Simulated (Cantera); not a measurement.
An isothermal plug-flow reactor at 650 K and 210000 Pa (inlet), inlet velocity 0.12 m/s, active area per volume 1700 1/m; feed CO : O2 : N2 : H2O = 0.0036 : 0.098 : 0.79 : 0.018 (molar parts).

Cantera simulation using Deutschmann's 1995 Pt surface mechanism with GRI-Mech 3.0 gas chemistry; the numbers are that mechanism's predictions, not measurements. Catalytic surfaces can have several steady states; this one follows from the mechanism file's or the stated starting coverage. Mass transfer to the wall is taken as infinitely fast.

Task: Predict: x(CO) at z = 0.016 m; x(O2) at z = 0.016 m; x(H2O) at z = 0.016 m; x(CO2) at z = 0.016 m; θ(free Pt) at the exit; θ(O*) at the exit; θ(OH*) at the exit.

Result: 
```json
{
  "x(CO) at z = 0.016 m": "0.00256",
  "x(O2) at z = 0.016 m": "0.107",
  "x(H2O) at z = 0.016 m": "0.0198",
  "x(CO2) at z = 0.016 m": "0.00140",
  "θ(free Pt) at the exit": "0.00234",
  "θ(O*) at the exit": "0.995",
  "θ(OH*) at the exit": "0.00277"
}
```
